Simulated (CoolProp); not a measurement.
Vapour pressure (MPa) of hydrogen chloride: the reference equation beside estimates from Tc = 324.7 K, pc = 8.314 MPa, ω = 0.130. Clausius-Clapeyron is anchored at 201.5 K with a constant enthalpy of vaporisation of 15.64 kJ/mol.

Computed with CoolProp (reference Helmholtz-energy equation of state, Thol 2018).

| T (K) | reference | Clausius-Clapeyron | Peng-Robinson |
|---|---|---|---|
| 168.3 | 0.02827 | 0.03241 | 0.02738 |
| 176.6 | 0.05009 | 0.05480 | 0.04879 |
| 184.9 | 0.08385 | 0.08840 | 0.08208 |
| 193.2 | 0.1337 | 0.1368 | 0.1315 |
| 201.5 | 0.2044 | 0.2044 | 0.2018 |
| 209.8 | 0.3012 | 0.2956 | 0.2985 |
| 218.2 | 0.4318 | 0.4175 | 0.4294 |
| 226.5 | 0.5994 | 0.5726 | 0.5979 |
| 234.8 | 0.8120 | 0.7679 | 0.8124 |
| 243.1 | 1.077 | 1.009 | 1.080 |
| 251.4 | 1.401 | 1.303 | 1.409 |
| 259.7 | 1.792 | 1.655 | 1.806 |
| 268 | 2.258 | 2.071 | 2.281 |
| 276.3 | 2.809 | 2.558 | 2.841 |
| 284.6 | 3.453 | 3.119 | 3.497 |

Absolute difference from the reference over all 15 rows, mean and median: Clausius-Clapeyron 6.3 and 6.3 %, Peng-Robinson 1.2 and 1.0 %.
